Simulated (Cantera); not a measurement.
A Cantera script and what it prints.

```python
import numpy as np
import cantera as ct

gas_names = """
    B BCL BCL2 BCL3 BN BO BOCL BO2 B2 B2O B2O2 B2O3 B3O3CL3 CL CLO CL2 N NO NO2 NO3 N2 N2O O O2 O3
""".split()
cond_names = """
    B(b) B(L) BN(s) B2O3(L)
""".split()


# ... load() reads the species with a 1 bar reference pressure and builds the phases ...
atoms = {
    'BCl3': {'B': 1, 'CL': 3},
    'N2': {'N': 2},
    'O2': {'O': 2},
}
top_T = {'BN(s)': 3200}  # K; cautious upper limits of use, not melting points


# ... equilibrate(T, P, feed) seeds the gas with the atoms and calls Mixture.equilibrate('TP', solver="vcs", rtol=1e-11, max_steps=5000) ...
results = []
feed = {'BCl3': 1, 'N2': 0.23, 'O2': 0.21}  # mol
T = 1548  # K
P = 24000  # Pa
mix = equilibrate(T, P, feed)
results.append((T, P, feed, dict(zip(mix.species_names, mix.species_moles))))
print(gas.report(threshold=0.0001))
for i in range(1, mix.n_phases):
    print(f"{mix.phase(i).name:16s} {mix.phase_moles(i):12.5e} mol")
```

Output:

```
       temperature   1548 K
          pressure   24000 Pa
           density   0.16902 kg/m^3
  mean mol. weight   90.64 kg/kmol
   phase of matter   gas

                          1 kg             1 kmol
                     ---------------   ---------------
          enthalpy       -2.5123e+06       -2.2771e+08  J
   internal energy       -2.6543e+06       -2.4058e+08  J
           entropy            4235.7        3.8392e+05  J/K
    Gibbs function       -9.0691e+06       -8.2203e+08  J
 heat capacity c_p            764.97             69337  J/K
 heat capacity c_v            673.24             61023  J/K

                      mass frac. Y      mole frac. X     chem. pot. / RT
                     ---------------   ---------------   ---------------
              BCL3           0.52162           0.40355           -75.879
              BOCL         0.0063057         0.0091802            -64.49
              B2O3        0.00011806        0.00015371           -117.59
           B3O3CL3           0.19402          0.094155           -193.47
                CL          0.031977          0.081759           -16.641
               CL2           0.19652           0.25123           -33.281
                N2           0.04944           0.15997           -29.369
     [  +18 minor]        2.9286e-06        5.2596e-06

B(b)              0.00000e+00 mol
BN(s)             0.00000e+00 mol
B2O3(L)           0.00000e+00 mol
```

Equilibrium computed with Cantera from the NASA thermochemical tables; the gas is ideal and each condensed phase is pure. The tables' values for BOCl are old estimates; treat these amounts as uncertain.
